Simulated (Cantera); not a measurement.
A closed system holds: 1 mol NiS, 0.87 mol H₂, equilibrated at 1525 °C and 7200 Pa.

Equilibrium computed with Cantera from the NASA thermochemical tables; the gas is ideal and each condensed phase is pure. Candidate condensed phases: Ni, NiS, NiS₂, Ni₃S₂, Ni₃S₄, S; 9 gas species. Rates play no part.

Base state: H₂ 0.785, S₂ 0.120, H₂S 0.0795, SH 0.0133, H 0.00116, S 0.000944, NiS 0.000166, Ni 5.51e-5 (mole fractions); condensed: Ni₃S₂(l).

What changes in the equilibrium state with this change: 0.22 mol NH₃ added?


```csv
species,before,after
H₂,0.785,0.768
S₂,0.120,0.0790
N₂,0,0.0768
H₂S,0.0795,0.0631
SH,0.0133,0.0107
NiS,0.000166,0.000155
S,0.000944,0.000766
Ni,5.51e-5,6.33e-5
H,0.00116,0.00115
"Ni₃S₂(l), mol",0.333,0.333
```
